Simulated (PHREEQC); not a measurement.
Metal-bearing waste water

A solution holds 0.0029 mol FeCl3, 4.7e-05 mol NiCl2 and 0.26 mol H2SO4 per kg of water, at 25 °C. Closed to the air; pH follows from the charge balance.

The numbers come from PHREEQC with the ion-association model, wateq4f.dat.

Each row changes one thing in this solution. Precipitation was switched off in this run.

```json
[
 {"case": "as made", "pH": "0.65", "ionic strength (mol/kgw)": "0.327", "SO4-2 (mol/kgw)": "0.0295", "Fe(SO4)2- (mol/kgw)": "0.000160", "FeCl+2 (mol/kgw)": "6.81e-6", "FeOH+2 (mol/kgw)": "1.07e-6", "SI of Goethite (FeOOH)": "-2.10", "SI of Hematite (Fe2O3)": "-2.18"},
 {"case": "temperature from 25 to 10 °C", "pH": "0.63", "ionic strength (mol/kgw)": "0.343", "SO4-2 (mol/kgw)": "0.0373", "Fe(SO4)2- (mol/kgw)": "0.000185", "FeCl+2 (mol/kgw)": "4.38e-6", "FeOH+2 (mol/kgw)": "4.35e-7", "SI of Goethite (FeOOH)": "-2.67", "SI of Hematite (Fe2O3)": "-3.39"},
 {"case": "NiCl2 left out", "pH": "0.65", "ionic strength (mol/kgw)": "0.327", "SO4-2 (mol/kgw)": "0.0295", "Fe(SO4)2- (mol/kgw)": "0.000161", "FeCl+2 (mol/kgw)": "6.73e-6", "FeOH+2 (mol/kgw)": "1.07e-6", "SI of Goethite (FeOOH)": "-2.10", "SI of Hematite (Fe2O3)": "-2.18"},
 {"case": "0.022 mol/kgw HNO3 added", "pH": "0.62", "ionic strength (mol/kgw)": "0.346", "SO4-2 (mol/kgw)": "0.0283", "Fe(SO4)2- (mol/kgw)": "0.000144", "FeCl+2 (mol/kgw)": "7.08e-6", "FeOH+2 (mol/kgw)": "1.05e-6", "SI of Goethite (FeOOH)": "-2.17", "SI of Hematite (Fe2O3)": "-2.33"},
 {"case": "NiCl2 from 4.7e-05 to 4.7e-06 mol/kgw", "pH": "0.65", "ionic strength (mol/kgw)": "0.327", "SO4-2 (mol/kgw)": "0.0295", "Fe(SO4)2- (mol/kgw)": "0.000161", "FeCl+2 (mol/kgw)": "6.74e-6", "FeOH+2 (mol/kgw)": "1.07e-6", "SI of Goethite (FeOOH)": "-2.10", "SI of Hematite (Fe2O3)": "-2.18"},
 {"case": "temperature from 25 to 20 °C", "pH": "0.64", "ionic strength (mol/kgw)": "0.332", "SO4-2 (mol/kgw)": "0.0321", "Fe(SO4)2- (mol/kgw)": "0.000170", "FeCl+2 (mol/kgw)": "5.89e-6", "FeOH+2 (mol/kgw)": "7.99e-7", "SI of Goethite (FeOOH)": "-2.28", "SI of Hematite (Fe2O3)": "-2.57"}
]
```

Complexes and solids missing from the database can't appear. Away from 25 °C the constants follow the database's enthalpies or fits; those with neither stay at their 25 °C values.
